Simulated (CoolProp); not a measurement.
Properties of R22 along the isobar 4.62 MPa.

The numbers come from the reference Helmholtz-energy equation of state, Kamei 1995 in CoolProp.

```
T (K)   phase  density (kg/m³)  cp (kJ/(kg K))  cv (kJ/(kg K))  expansivity (1/kK)  conductivity (mW/(m K))
-----  ------  ---------------  --------------  --------------  ------------------  -----------------------
323.7  liquid             1107           1.339          0.7143               4.168                     76.0
348.9  liquid            963.0           1.680          0.7489               7.785                     63.4
374.1     gas            228.4           1.914          0.7980               18.87                     25.6
399.3     gas            171.0           1.184          0.7485               7.862                     23.0
424.5     gas            145.4           1.041          0.7441               5.391                     23.8
449.6     gas            129.0          0.9874          0.7514               4.231                     25.3
474.8     gas            117.1          0.9651          0.7634               3.536                     27.1
500       gas            107.8          0.9572          0.7774               3.068                     29.1
```

Thermal conductivity comes from a separate model (McLinden 2000), an estimate that may be off by 10 % or more.
